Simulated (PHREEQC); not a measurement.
A made-up water analysis in mg/kgw, 25 °C, pH 2.6, pe 8.6: Na 28.2; K 58.4; Ca 180; Mg 23.6; Cl 185; S(6) as SO4 642; Zn 22.7.

Valence states are taken as typed.

All values are PHREEQC results (ion-association model, phreeqc.dat), not measurements.

No solid was allowed to form.

Problem. Order these Zn species by the share of Zn that they hold, largest first: ZnSO4, Zn(SO4)2-2, ZnCl+, Zn+2.

Solution. Zn+2 (74 %), ZnSO4 (25 %), Zn(SO4)2-2 (0.95 %), ZnCl+ (0.58 %)

The pH is 2.60 and the ionic strength 0.0241 mol/kgw. Complexes and solids missing from the database can't appear.
